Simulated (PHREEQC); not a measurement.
# Hard or scaling water: speciation

Dissolve 0.0068 mol/kgw CaSO4 and 6.4e-05 mol/kgw NaF at 25 °C. Closed to the air; pH follows from the charge balance.

Equilibrium calculation in PHREEQC: ion-association model, phreeqc.dat.

Precipitation was switched off in this run.

Q: What pH, specific conductance does the model give?

A: pH 7.05; specific conductance 1200 µS/cm.

Q: In which forms is Na present?

A: Na+ 99 %, NaSO4- 1.5 % of the Na.

Complexes and solids missing from the database can't appear.
